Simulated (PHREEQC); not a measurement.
Dissolve 0.002 mol ZnCl2, 0.00026 mol HNO3 and 0.00057 mol Cu(NO3)2 per kg of water at 25 °C. Closed to the air; pH follows from the charge balance.

Model: ion-association model, phreeqc.dat, run in PHREEQC.

Precipitation was switched off in this run.

Problem. Predict the pH, specific conductance.

Solution. pH 3.62; specific conductance 706 µS/cm.

Species that the database lacks are ignored.
